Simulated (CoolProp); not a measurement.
Properties of isobutene along the isotherm 453.4 K (Tc = 418.1 K, pc = 4016 kPa, ω = 0.193).

Computed with CoolProp (reference Helmholtz-energy equation of state, Lemmon 2005). It is a short technical equation, of lower accuracy than the large ones.

| p (kPa) | phase | density (kg/m³) | cv (kJ/(kg K)) | speed of sound (m/s) |
|---|---|---|---|---|
| 548 | gas | 8.470 | 2.039 | 260.0 |
| 1100 | gas | 17.73 | [?] | 251.0 |
| 1640 | gas | 27.64 | 2.068 | 241.6 |
| 2190 | gas | 38.82 | [?] | 231.5 |
| 2740 | gas | 51.41 | [?] | 220.9 |
| 3290 | gas | 65.85 | [?] | 209.8 |
| 3830 | gas | 82.46 | 2.147 | 198.5 |
| 4380 | supercritical | 102.9 | 2.175 | 186.8 |
| 4930 | supercritical | 128.6 | [?] | [?] |
| 5480 | supercritical | [?] | 2.238 | 166.9 |
| 6020 | supercritical | 204.0 | [?] | 165.3 |

Complete the blanks.


- 1100, cv (kJ/(kg K)): 2.053
- 2190, cv (kJ/(kg K)): 2.085
- 2740, cv (kJ/(kg K)): 2.103
- 3290, cv (kJ/(kg K)): 2.124
- 4930, cv (kJ/(kg K)): 2.206
- 4930, speed of sound (m/s): 175.7
- 5480, density (kg/m³): 162.0
- 6020, cv (kJ/(kg K)): 2.259
